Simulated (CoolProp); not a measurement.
Vapour-liquid equilibrium of acetone (1) + ethanol (2) at 0.00359 MPa; x and y are mole fractions of (1).

Computed with CoolProp (multi-fluid Helmholtz-energy mixture model, Lemmon 2006 and Schroeder 2014; pair parameters Bell 2016).

```csv
x,"bubble temperature, mixture model (K)","bubble temperature, Raoult's law (K)","y, mixture model","y, Raoult's law"
0.05,278.9,282.4,0.369,0.207
0.2,269.0,275.4,0.725,0.583
0.35,264.6,270.0,0.826,0.768
0.5,262.1,265.8,0.875,0.869
0.65,260.3,262.4,0.911,0.929
0.8,258.7,259.6,0.945,0.967
0.95,257.0,257.2,0.985,0.993
```

The largest gap from Raoult's law is -6.4 K in bubble temperature, at x = 0.2. No azeotrope shows between x = 0.05 and 0.95.

The pair parameters rest on a limited set of measurements; away from them the model extrapolates.
